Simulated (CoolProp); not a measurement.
Vapour-liquid equilibrium of propylene (1) + R152A (2) at 291.6 K; x and y are mole fractions of (1).

The numbers come from the multi-fluid Helmholtz-energy mixture model, Lemmon 2013 and Outcalt 1996; pair parameters Bell 2016 in CoolProp.

Question: Give the bubble pressure and the first vapour's composition at x = 0.275, 0.575, 0.875. Is there an azeotrope?

Answer: x = 0.275: 0.7735 MPa, y = 0.487; x = 0.575: 0.9295 MPa, y = 0.690; x = 0.875: 0.9898 MPa, y = 0.878. y crosses x between x = 0.875 and 0.95: the model has an azeotrope there.

The pair parameters rest on a limited set of measurements; away from them the model extrapolates.
